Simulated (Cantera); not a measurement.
# Low-pressure radical oxidation in H2/O2

A perfectly stirred reactor is fed with 20.0 % H₂, 80.0 % O₂, equivalence ratio 0.12, at 2.10 Torr; it is held at 1400 K, and followed from long to short residence time.

Detailed kinetics in Cantera: the H2/O2 subset of GRI-Mech 3.0, which has no nitrogen chemistry. Radical loss at walls, strong at low pressure, is not modelled. The temperature is held fixed by assumption; the heat of reaction is taken as removed at once.

```
τ (s)       x H₂   x O₂     x OH      x O    x HO₂   x H₂O₂      x H
-------  -------  -----  -------  -------  -------  -------  -------
10       0.00124  0.766  0.00652  0.00905  7.71e-7  3.10e-8  0.00185
1.9      0.00336  0.748   0.0106   0.0252  1.10e-6  4.37e-8  0.00858
0.35     0.00713  0.712   0.0151   0.0568  1.20e-6  4.84e-8   0.0289
0.065     0.0102  0.682   0.0172   0.0817  1.15e-6  4.61e-8   0.0499
0.012     0.0142  0.676   0.0185   0.0853  1.12e-6  4.77e-8   0.0575
0.0022    0.0313  0.690   0.0209   0.0704  1.08e-6  5.62e-8   0.0580
0.00040    0.105  0.741   0.0175   0.0317  8.26e-7  4.44e-8   0.0363
```
x: mole fraction; the columns are a selection and need not sum to one.
